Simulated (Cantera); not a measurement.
Input: 1 mol Al, 2.4 mol HCl, 4.2 mol N2, equilibrated at 1927 °C and 7.50 Torr.

These are equilibrium values from Cantera (NASA tables, ideal gas, pure condensed phases), not measurements of a reactor. The tables' values for AlCl2 are old estimates; treat these amounts as uncertain. Kinetics and transport are ignored.

| species | before | after |
|---|---|---|
| N2 | 0.585 | 0.657 |
| H2 | 0.0816 | 0.151 |
| AlCl3 | 0.00208 | 0.0983 |
| AlCl | 0.123 | <1e-9 |
| Cl | 0.0223 | <1e-9 |
| H | 0.0161 | <1e-9 |
| AlCl2 | 0.0138 | <1e-9 |
| HCl | 0.155 | 0.0923 |
| Al2Cl6 | <1e-9 | 0.00112 |
| Al | 0.000334 | <1e-9 |
| AlN(s), mol | 0 | 0.387 |
Gas species are given as mole fractions.

**Question.** Name the change that produced these shifts.
A. temperature from 1927 °C to 777 °C
B. temperature from 1927 °C to 475 °C
C. temperature from 1927 °C to 1025 °C
D. HCl from 2.4 to 8 mol

**Answer.** B, temperature from 1927 °C to 475 °C
